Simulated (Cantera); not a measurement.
A closed system holds: 1 mol CH3Cl, 6.4 mol H2, at 1000 Pa.

Method: chemical equilibrium by Gibbs-energy minimisation in Cantera with the NASA 1993 tables (ideal gas, pure condensed phases). Candidate condensed phases: C, C6H6, C7H8, C8H18; 91 gas species. Rates play no part.

Problem. At 1802 °C, list the 5 most abundant gas species with their mole fractions, and the condensed phases.

Solution. H2 0.857, HCl 0.115, H 0.0247, Cl 0.00244, C2H2 (acetylene) 0.00106. Condensed: C(graphite).
